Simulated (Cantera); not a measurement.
Cantera run, input and output.

```python
import numpy as np
import cantera as ct

gas = ct.Solution("gri30.yaml")
gas.TPX = 2125, 1400, {'NO': 1, 'N2': 0.36}
reactor = ct.IdealGasConstPressureReactor(gas, energy="off", clone=False)
net = ct.ReactorNet([reactor])
net.rtol, net.atol = 1e-08, 1e-18
show = ['NO', 'O2', 'N2', 'N2O', 'NO2']
times = np.geomspace(5e-06, 30, 15)

steps = ct.SolutionArray(gas, extra=["t"])
rows = []
print(f"{'t/s':>10s}{'T/K':>9s}{'P/Pa':>11s}" + "".join(f"{s:>11s}" for s in show))
for t in times:
    while net.time < t:
        t_next = net.step()
        steps.append(gas.state, t=t_next)
    rows.append([np.interp(t, steps.t, y) for y in (steps.T, steps.P, *steps(*show).X.T)])
    print(f"{t:10.3e}{rows[-1][0]:9.1f}{rows[-1][1]:11.4g}" + "".join(f"{x:11.3e}" for x in rows[-1][2:]))
rate = np.gradient(steps.T, steps.t)
print("integrator steps:", len(steps.t))
if steps.T.max() > steps.T[0] + 200:
    print(f"time of steepest temperature rise: {steps.t[rate.argmax()]:.4e} s")
gas.TPX = 2125, 1400, {'NO': 1, 'N2': 0.36}
gas.equilibrate("TP")
print(f"equilibrium (TP): T = {gas.T:.1f} K  " + "  ".join(f"{s} {gas[s].X[0]:.3e}" for s in show))
```

Result:

```
       t/s      T/K       P/Pa         NO         O2         N2        N2O        NO2
 5.000e-06   2125.0       1400  7.353e-01  7.102e-12  2.647e-01  1.033e-07  2.571e-12
 1.524e-05   2125.0       1400  7.353e-01  6.614e-11  2.647e-01  3.148e-07  2.390e-11
 4.648e-05   2125.0       1400  7.353e-01  6.168e-10  2.647e-01  9.587e-07  2.216e-10
 1.417e-04   2125.0       1400  7.353e-01  5.760e-09  2.647e-01  2.912e-06  2.035e-09
 4.321e-04   2125.0       1400  7.353e-01  5.370e-08  2.647e-01  8.783e-06  1.804e-08
 1.317e-03   2125.0       1400  7.352e-01  5.099e-07  2.647e-01  2.590e-05  1.480e-07
 4.017e-03   2125.0       1400  7.351e-01  5.064e-06  2.647e-01  7.143e-05  9.926e-07
 1.225e-02   2125.0       1400  7.346e-01  5.529e-05  2.648e-01  1.616e-04  4.604e-06
 3.734e-02   2125.0       1400  7.324e-01  6.221e-04  2.656e-01  2.197e-04  1.275e-05
 1.139e-01   2125.0       1400  7.223e-01  4.966e-03  2.704e-01  1.770e-04  2.203e-05
 3.471e-01   2125.0       1400  6.825e-01  2.424e-02  2.900e-01  1.374e-04  3.683e-05
 1.058e+00   2125.0       1400  5.419e-01  9.342e-02  3.599e-01  7.026e-05  5.800e-05
 3.227e+00   2125.0       1400  2.095e-01  2.579e-01  5.253e-01  8.214e-06  3.863e-05
 9.839e+00   2125.0       1400  2.757e-02  3.482e-01  6.160e-01  1.748e-07  5.946e-06
 3.000e+01   2125.0       1400  1.243e-02  3.557e-01  6.235e-01  7.278e-08  2.708e-06
integrator steps: 1028
equilibrium (TP): T = 2125.0 K  NO 1.230e-02  O2 3.558e-01  N2 6.236e-01  N2O 7.224e-08  NO2 2.680e-06
```

Detailed kinetics in Cantera: GRI-Mech 3.0 (53 species, 325 reactions). Radical loss at walls, strong at low pressure, is not modelled.
